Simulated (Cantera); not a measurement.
Feed: 1 mol BCl₃, 11 mol NH₃, held at 2075 K and 20.3 Torr.

Equilibrium computed with Cantera from the NASA thermochemical tables; the gas is ideal and each condensed phase is pure. Candidate condensed phases: B, BN, NH₄Cl; 21 gas species. The tables' values for BCl, BCl₂, BH₂ are old estimates; treat these amounts as uncertain. Equilibrium is a limit: real reactors are often held back by kinetics, nucleation or transport.

Base state: H₂ 0.641, N₂ 0.218, HCl 0.118, H 0.0130, BCl 0.00800, Cl 0.00176, BCl₂ 0.000289, BH₂ 0.000110 (mole fractions); condensed: BN(s).

Task: What changes in the equilibrium state with this change: BCl₃ replaced by borazine?

Result: 
```tsv
species	before	after
H₂	0.641	0.767
N₂	0.218	0.218
H	0.0130	0.0142
HCl	0.118	0
BCl	0.00800	0
BH₂	0.000110	0.000132
Cl	0.00176	0
BCl₂	0.000289	0
BCl₃	3.13e-5	0
BN(s), mol	0.803	3.00
```
The feed counts by its element totals alone. The tables' values for BH₂ are old estimates; treat these amounts as uncertain.
